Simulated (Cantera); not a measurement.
What does this Cantera script print?

```python
import numpy as np
import cantera as ct

gas = ct.Solution("gri30.yaml")
gas.TPX = 648, 86000, {'CH4': 1, 'O2': 1.82, 'N2': 5.64}
flame = ct.FreeFlame(gas, width=0.044)
flame.set_refine_criteria(ratio=3, slope=0.08, curve=0.16)
flame.transport_model = "mixture-averaged"
flame.solve(loglevel=0, auto=True)
z, T = flame.grid, flame.T
thick = (T[-1] - T[0]) / np.gradient(T, z).max()
show = ['CH4', 'O2', 'H2', 'C2H6', 'NO', 'H2O2']
print(f"laminar burning velocity  {flame.velocity[0] * 100:.3f} cm/s")
print(f"burnt temperature         {T[-1]:.1f} K")
print(f"thermal thickness         {thick * 1e3:.4f} mm")
print(f"grid points               {len(z)}")
z0 = z[flame.heat_release_rate.argmax()]
print(f"{'z/mm':>9s}{'T/K':>9s}{'u/(m/s)':>9s}" + "".join(f"{s:>11s}" for s in show))
rows = []
for k in (-3, -2, -1.5, -1, -0.5, -0.25, 0, 0.25, 0.5, 1, 2, 4, 8):
    zz = z0 + k * thick
    rows.append([k * thick, np.interp(zz, z, T), np.interp(zz, z, flame.velocity),
                 *(np.interp(zz, z, flame.X[gas.species_index(s)]) for s in show)])
    print(f"{rows[-1][0] * 1e3:9.3f}{rows[-1][1]:9.1f}{rows[-1][2]:9.3f}" + "".join(f"{x:11.3e}" for x in rows[-1][3:]))
```

Output:

```
laminar burning velocity  199.473 cm/s
burnt temperature         2515.3 K
thermal thickness         0.3004 mm
grid points               151
     z/mm      T/K  u/(m/s)        CH4         O2         H2       C2H6         NO       H2O2
   -0.901    648.1    1.997  1.181e-01  2.149e-01  1.055e-03  1.564e-08  1.342e-10  3.440e-09
   -0.601    649.0    2.004  1.177e-01  2.143e-01  3.479e-03  5.050e-07  2.682e-09  6.463e-08
   -0.451    654.2    2.027  1.168e-01  2.133e-01  6.851e-03  4.814e-06  1.810e-08  4.032e-07
   -0.300    703.1    2.196  1.123e-01  2.087e-01  1.426e-02  8.741e-05  2.124e-07  2.923e-06
   -0.150   1091.8    3.481  8.239e-02  1.753e-01  2.819e-02  1.254e-03  2.798e-06  9.488e-06
   -0.075   1526.2    4.945  4.595e-02  1.288e-01  3.558e-02  1.211e-03  7.476e-06  6.470e-06
    0.000   1934.2    6.350  1.247e-02  7.415e-02  3.745e-02  1.262e-04  1.673e-05  2.254e-06
    0.075   2124.4    7.000  1.370e-03  3.941e-02  3.204e-02  1.232e-06  3.009e-05  5.066e-07
    0.150   2172.9    7.146  8.098e-05  2.522e-02  2.756e-02  3.740e-09  4.086e-05  2.138e-07
    0.300   2207.7    7.222  2.033e-07  1.803e-02  2.612e-02  3.342e-14  5.120e-05  1.807e-07
    0.601   2251.4    7.330  4.984e-11  1.550e-02  2.602e-02  5.535e-20  6.223e-05  1.600e-07
    1.202   2310.3    7.490  2.793e-15  1.356e-02  2.470e-02  1.594e-25  8.298e-05  1.400e-07
    2.403   2381.5    7.682  1.303e-15  1.124e-02  2.262e-02  1.246e-28  1.259e-04  1.238e-07
```

Detailed kinetics in Cantera: GRI-Mech 3.0 (53 species, 325 reactions). Burning velocities carry a grid error of a few per cent, more on coarse grids.
